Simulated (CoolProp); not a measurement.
Properties of hydrogen chloride along the isotherm 499.5 K.

The numbers come from the reference Helmholtz-energy equation of state, Thol 2018 in CoolProp.

```json
[
 {"p (kPa)": "1300", "phase": "gas", "speed of sound (m/s)": "396.8", "expansivity (1/kK)": "2.108"},
 {"p (kPa)": "2600", "phase": "gas", "speed of sound (m/s)": "395.2", "expansivity (1/kK)": "2.216"},
 {"p (kPa)": "3900", "phase": "gas", "speed of sound (m/s)": "393.8", "expansivity (1/kK)": "2.328"},
 {"p (kPa)": "5200", "phase": "gas", "speed of sound (m/s)": "392.7", "expansivity (1/kK)": "2.441"},
 {"p (kPa)": "6490", "phase": "gas", "speed of sound (m/s)": "?", "expansivity (1/kK)": "?"},
 {"p (kPa)": "7790", "phase": "gas", "speed of sound (m/s)": "391.5", "expansivity (1/kK)": "2.672"},
 {"p (kPa)": "9090", "phase": "supercritical", "speed of sound (m/s)": "391.4", "expansivity (1/kK)": "2.788"},
 {"p (kPa)": "10400", "phase": "supercritical", "speed of sound (m/s)": "391.6", "expansivity (1/kK)": "2.904"},
 {"p (kPa)": "11700", "phase": "supercritical", "speed of sound (m/s)": "392.1", "expansivity (1/kK)": "?"},
 {"p (kPa)": "13000", "phase": "supercritical", "speed of sound (m/s)": "392.9", "expansivity (1/kK)": "3.132"},
 {"p (kPa)": "14300", "phase": "supercritical", "speed of sound (m/s)": "394.0", "expansivity (1/kK)": "3.242"},
 {"p (kPa)": "15600", "phase": "supercritical", "speed of sound (m/s)": "395.5", "expansivity (1/kK)": "?"},
 {"p (kPa)": "16900", "phase": "supercritical", "speed of sound (m/s)": "?", "expansivity (1/kK)": "?"},
 {"p (kPa)": "18200", "phase": "supercritical", "speed of sound (m/s)": "399.1", "expansivity (1/kK)": "3.555"},
 {"p (kPa)": "19500", "phase": "supercritical", "speed of sound (m/s)": "401.4", "expansivity (1/kK)": "3.652"},
 {"p (kPa)": "20800", "phase": "supercritical", "speed of sound (m/s)": "403.9", "expansivity (1/kK)": "3.744"}
]
```

### Question
Some entries are withheld; supply them.

### Answer

- 6490, speed of sound (m/s): 391.9
- 6490, expansivity (1/kK): 2.556
- 11700, expansivity (1/kK): 3.019
- 15600, expansivity (1/kK): 3.350
- 16900, speed of sound (m/s): 397.2
- 16900, expansivity (1/kK): 3.454
